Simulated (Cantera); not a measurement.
Adiabatic ignition

An adiabatic, constant-pressure homogeneous reactor starts with 17.4 % CH₃OH, 17.4 % O₂, 65.3 % N₂, at 1698 K and 10.0 bar.

Model: GRI-Mech 3.0 (53 species, 325 reactions), integrated in Cantera. GRI-Mech 3.0 was tuned for natural gas; its chemistry of methanol as a main component is partial and can be far from experiment.

| t (s) | T (K) | x CH₃OH | x O₂ | x O | x H₂O | x N₂O |
|---|---|---|---|---|---|---|
| 2.00e-6 | 1705 | 0.165 | 0.169 | 5.21e-7 | 0.00428 | 3.22e-8 |
| 1.07e-5 | 2888 | <1e-12 | 0.00346 | 0.00225 | 0.216 | 3.86e-7 |
| 5.69e-5 | 2947 | <1e-12 | 0.00207 | 0.00136 | 0.222 | 4.43e-7 |
| 0.000304 | 2938 | <1e-12 | 0.00188 | 0.00126 | 0.221 | 5.06e-7 |
| 0.00162 | 2938 | <1e-12 | 0.00186 | 0.00125 | 0.221 | 5.16e-7 |
| 0.00864 | 2938 | <1e-12 | 0.00186 | 0.00125 | 0.221 | 5.16e-7 |
| 0.0461 | 2938 | <1e-12 | 0.00186 | 0.00125 | 0.221 | 5.16e-7 |
| 0.246 | 2938 | <1e-12 | 0.00186 | 0.00125 | 0.221 | 5.16e-7 |
| 1.31 | 2938 | <1e-12 | 0.00186 | 0.00125 | 0.221 | 5.16e-7 |
| 7.00 | 2938 | <1e-12 | 0.00186 | 0.00125 | 0.221 | 5.16e-7 |
x: mole fraction; the columns are a selection and need not sum to one.

```
Item                                                                 Value
---------------------------------  ---------------------------------------
time of steepest temperature rise                                  5.39 µs
temperature at 7.00 s                                               2938 K
equilibrium temperature                                             2938 K
x(CH₃OH) at 7.00 s                   <1e-12 (gas-phase equilibrium <1e-12)
x(O₂) at 7.00 s                    0.00186 (gas-phase equilibrium 0.00186)
x(O) at 7.00 s                     0.00125 (gas-phase equilibrium 0.00125)
```
